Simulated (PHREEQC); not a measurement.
0.28 g of hydrous ferric oxide (600 m²/g; 0.2 weak and 0.005 strong sites per Fe, Dzombak-Morel constants, diffuse double layer) in 1 kg of water with 0.05 mol/kgw of an inert sodium salt and 0.00016 mol NiCl2, at 25 °C; the pH is set by adding NaOH or the inert anion's acid. Oxygen alone is held at its pressure in air (log pO2 = -0.68). CO2 from the air is kept out. Precipitation was switched off in this run.

Equilibrium calculation in PHREEQC: ion-association model, wateq4f.dat.

Predict Ni sorbed (%), surface charge σ (C/m²), surface potential ψ (mV) at pH = 6, 8.67, 9.33, 11.33.


```json
[
 {"pH": "6", "Ni sorbed (%)": "7.9", "surface charge σ (C/m²)": "0.091", "surface potential ψ (mV)": "100"},
 {"pH": "8.67", "Ni sorbed (%)": "99.5", "surface charge σ (C/m²)": "0.000", "surface potential ψ (mV)": "1"},
 {"pH": "9.33", "Ni sorbed (%)": "100.0", "surface charge σ (C/m²)": "-0.018", "surface potential ψ (mV)": "-32"},
 {"pH": "11.33", "Ni sorbed (%)": "99.8", "surface charge σ (C/m²)": "-0.119", "surface potential ψ (mV)": "-112"}
]
```

Along this series the solution becomes supersaturated in solids that the run did not let form, among them Ni(OH)2.
